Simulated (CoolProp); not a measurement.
Vapour-liquid equilibrium of n-heptane (1) + ethylbenzene (2) at 400 K; x and y are mole fractions of (1).

Model: multi-fluid Helmholtz-energy mixture model, Span 2003 and Zhou 2012; pair parameters Bell 2016, in CoolProp.

```csv
x,bubble pressure (bar),y at the bubble point,dew pressure at overall composition x (bar),liquid density (mol/L)
0.05,0.8836,0.153,0.8139,7.167
0.2,1.149,0.437,0.9197,6.931
0.35,1.375,0.604,1.054,6.706
0.5,1.577,0.721,1.227,6.492
0.65,1.765,0.815,1.450,6.287
0.8,1.945,0.897,1.733,6.093
0.95,2.123,0.975,2.065,5.908
```

No azeotrope shows between x = 0.05 and 0.95.

Pair parameters are fitted to limited data, so mixtures are less certain than the pure fluids.
